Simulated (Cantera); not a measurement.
Input: 1 mol FeS, 0.75 mol H2S, 1.3 mol CO2, equilibrated at 1498.15 K and 1.70 bar.

These are equilibrium values from Cantera (NASA tables, ideal gas, pure condensed phases), not measurements of a reactor. Candidate condensed phases: C, C6H6, C7H8, C8H18, Fe, Fe(CO)5, FeO, Fe(OH)2, Fe(OH)3, FeS, FeSO4, FeS2, Fe2O3, Fe2(SO4)3, Fe3O4, H2O, H2SO4, S; 127 gas species. FeS: taken at fixed stoichiometry. Equilibrium is a limit: real reactors are often held back by kinetics, nucleation or transport.

Base state: CO2 0.338, CO 0.208, H2O 0.198, S2 0.111, H2S 0.0751, H2 0.0472, COS 0.0110, SO2 0.00951 (mole fractions); condensed: FeS(l).

### Question
What changes in the equilibrium state with this change: pressure from 1.70 bar to 0.190 bar?

### Answer
```tsv
species	before	after
CO2	0.338	0.297
CO	0.208	0.241
H2O	0.198	0.209
H2S	0.0751	0.0372
COS	0.0110	0.00452
SO2	0.00951	0.0173
H2	0.0472	0.0658
S2	0.111	0.125
CS2	8.43e-5	1.63e-5
H	2.87e-6	1.01e-5
S	1.02e-5	3.23e-5
FeS(l), mol	1.000	1.000
```

### Question
What changes in the equilibrium state with this change: H2S from 0.75 to 0.085 mol?

### Answer
```csv
species,before,after
CO2,0.338,0.756
CO,0.208,0.134
H2O,0.198,0.0528
S2,0.111,0.0117
H2S,0.0751,0.00187
H2,0.0472,0.00362
COS,0.0110,0.00230
SO2,0.00951,0.0373
CS2,8.43e-5,1.65e-6
SH,0.00116,0.000105
S,1.02e-5,3.31e-6
S2O,0.00107,0.000392
"FeS(l), mol",1.000,0.988
"FeO(s), mol",0,0.0115
```
Metal and sulfide melt together well below either melting point, which pure phases cannot show. Mutual solubility and eutectic melting of coexisting phases are not modelled. The tables' stoichiometric FeO is somewhat more stable than real wüstite, so its field is too wide. FeO, FeS: taken at fixed stoichiometry.
